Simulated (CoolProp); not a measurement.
The fluid at 381.35 K and 0.234 MPa (gas) is heated at constant pressure to 484 K. The same conditions are run with several fluids, on thermodynamics alone (safety and materials aside).

The numbers come from the reference Helmholtz-energy equation of state of each fluid (tetrahydrofuran: Fiedler 2023; R407C: Lemmon 2003; ammonia: Gao 2020; R404A: Lemmon 2003) in CoolProp. Blends and air are pseudo-pure fits.

Question: Rank tetrahydrofuran, R407C, ammonia, R404A by heat (kJ/kg), highest first.

Answer: ammonia (242), tetrahydrofuran (167), R404A (112), R407C (107)

| fluid | final density (kg/m³) |
|---|---|
| tetrahydrofuran | 4.29 |
| R407C | 5.04 |
| ammonia | 0.994 |
| R404A | 5.71 |
